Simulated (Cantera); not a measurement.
An isothermal, constant-pressure homogeneous reactor starts with H2 : O2 : N2 = 0.38 : 1 : 0.59 (molar parts), equivalence ratio 0.19, at 900 K and 10.00 Torr.

Computed with Cantera and GRI-Mech 3.0 (53 species, 325 reactions). Radical loss at walls, strong at low pressure, is not modelled. Below about 950 K walls govern HO2 and H2O2 in real vessels. The temperature is held fixed by assumption; the heat of reaction is taken as removed at once.

x: mole fraction; the columns are a selection and need not sum to one.

| t (s) | x H2 | x O2 | x N2O | x NO | x H2O2 | x HO2 | x OH |
|---|---|---|---|---|---|---|---|
| 8.00e-5 | 0.193 | 0.508 | <1e-12 | <1e-12 | <1e-12 | 3.64e-12 | <1e-12 |
| 0.000229 | 0.193 | 0.508 | <1e-12 | <1e-12 | <1e-12 | 1.05e-11 | <1e-12 |
| 0.000656 | 0.193 | 0.508 | <1e-12 | <1e-12 | <1e-12 | 3.08e-11 | 3.70e-12 |
| 0.00188 | 0.193 | 0.508 | <1e-12 | <1e-12 | <1e-12 | 1.14e-10 | 6.44e-11 |
| 0.00538 | 0.193 | 0.508 | <1e-12 | <1e-12 | 1.17e-11 | 4.61e-8 | 9.59e-8 |
| 0.0154 | (withheld) | 0.446 | 2.97e-10 | (withheld) | (withheld) | (withheld) | (withheld) |
| 0.0442 | 0.00104 | 0.455 | 7.77e-10 | 2.23e-7 | 3.67e-7 | 9.18e-6 | 0.000342 |
| 0.126 | 0.000169 | 0.455 | 8.77e-10 | 2.22e-7 | 2.04e-7 | 2.97e-6 | 8.40e-5 |
| 0.362 | (withheld) | 0.455 | 9.16e-10 | 2.19e-7 | (withheld) | (withheld) | (withheld) |
| 1.04 | 3.27e-6 | 0.455 | 9.33e-10 | 2.18e-7 | 3.81e-8 | 1.37e-7 | 1.44e-5 |
| 2.97 | 2.92e-7 | 0.455 | 9.41e-10 | 2.18e-7 | 1.50e-8 | 2.56e-8 | 6.36e-6 |
| 8.51 | 2.78e-8 | 0.455 | 9.46e-10 | 2.20e-7 | 6.03e-9 | 6.09e-9 | 3.08e-6 |
| 24.4 | 5.38e-9 | 0.455 | 9.50e-10 | 2.21e-7 | 2.54e-9 | 1.80e-9 | 1.64e-6 |
| 69.8 | 1.50e-9 | 0.455 | 9.53e-10 | 2.22e-7 | 1.06e-9 | 5.91e-10 | 9.10e-7 |
| 200 | 4.61e-10 | 0.455 | 9.55e-10 | 2.23e-7 | 4.27e-10 | 2.13e-10 | 5.17e-7 |

### Question
Fill in the missing entries.

### Answer

- 0.0154, x H2: 0.0162
- 0.0154, x NO: 1.47e-7
- 0.0154, x H2O2: 2.98e-7
- 0.0154, x HO2: 1.27e-5
- 0.0154, x OH: 0.00289
- 0.362, x H2: 2.74e-5
- 0.362, x H2O2: 9.39e-8
- 0.362, x HO2: 7.40e-7
- 0.362, x OH: 3.40e-5
